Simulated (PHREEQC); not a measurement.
Make-up at 20 °C: 0.0045 mol PbCl2, 0.00013 mol KBr and 0.0015 mol Cu(NO3)2 per kg of water. Closed to the air; pH follows from the charge balance.

All values are PHREEQC results (ion-association model, wateq4f.dat), not measurements.

Each row changes one thing in this solution. This is a speciation only: nothing precipitates in the calculation.

| case | pH | ionic strength (mol/kgw) | Cl- (mol/kgw) | Pb+2 (mol/kgw) | PbCl+ (mol/kgw) | Br- (mol/kgw) | SI of Atacamite (Cu2(OH)3Cl) | SI of Tenorite (CuO) |
|---|---|---|---|---|---|---|---|---|
| as made | 5.07 | 0.0165 | 0.00832 | 0.00372 | 0.000652 | 0.000116 | -0.57 | -0.70 |
| KBr from 0.00013 to 0.00065 mol/kgw | 5.07 | 0.0170 | 0.00833 | 0.00368 | 0.000642 | 0.000581 | -0.57 | -0.70 |
| diluted 5-fold with water | 5.37 | 0.00352 | 0.00176 | 0.000849 | 4.06e-5 | … | -1.52 | -0.71 |
| temperature from 20 to 90 °C | 4.59 | 0.0142 | 0.00712 | 0.00273 | 0.00167 | 0.000106 | +0.44 | +0.44 |
| diluted 100-fold with water | 5.92 | 0.000180 | 8.99e-5 | 4.42e-5 | 1.31e-7 | … | -3.58 | … |
| diluted 2-fold with water | 5.20 | 0.00857 | 0.00429 | 0.00200 | … | 6.05e-5 | -0.96 | -0.70 |

### Question
Some entries are withheld; supply them.

### Answer

- diluted 5-fold with water, Br- (mol/kgw): 2.51e-5
- diluted 100-fold with water, Br- (mol/kgw): 1.30e-6
- diluted 100-fold with water, SI of Tenorite (CuO): -0.83
- diluted 2-fold with water, PbCl+ (mol/kgw): 0.000205

Some of these states are supersaturated (in Atacamite, Pb(OH)2, for instance). At this temperature some constants are extrapolated from 25 °C, and those without enthalpy data are left unchanged.
